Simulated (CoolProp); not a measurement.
Vapour pressure (bar) of R124: the reference equation beside estimates from Tc = 122.3 °C, pc = 36.24 bar, ω = 0.288. Clausius-Clapeyron is anchored at -10.55 °C with a constant enthalpy of vaporisation of 22.54 kJ/mol.

Computed with CoolProp (reference Helmholtz-energy equation of state, de Vries 1995).

```csv
T (°C),reference,Lee-Kesler,Clausius-Clapeyron,van der Waals,Redlich-Kwong,Soave-Redlich-Kwong,Peng-Robinson
-10.55,1.075,1.069,1.075,5.523,1.999,1.071,1.075
-0.15,1.621,1.619,1.592,6.768,2.817,1.619,1.616
10.25,2.362,2.366,2.293,8.185,3.855,2.364,2.351
20.65,3.338,3.349,3.217,9.781,5.140,3.349,3.320
31.15,4.607,4.627,4.423,11.58,6.719,4.635,4.583
41.55,6.194,6.219,5.937,13.56,8.589,6.246,6.166
51.95,8.157,8.186,7.821,15.75,10.79,8.243,8.133
62.35,10.55,10.58,10.13,18.14,13.35,10.68,10.54
72.85,13.46,13.48,12.94,20.77,16.32,13.65,13.48
```

Absolute difference from the reference over all 9 rows, mean and median: Lee-Kesler 0.3 and 0.3 %, Clausius-Clapeyron 3.2 and 3.9 %, van der Waals 184.5 and 151.4 %, Redlich-Kwong 49.1 and 45.8 %, Soave-Redlich-Kwong 0.7 and 0.6 %, Peng-Robinson 0.3 and 0.3 %.
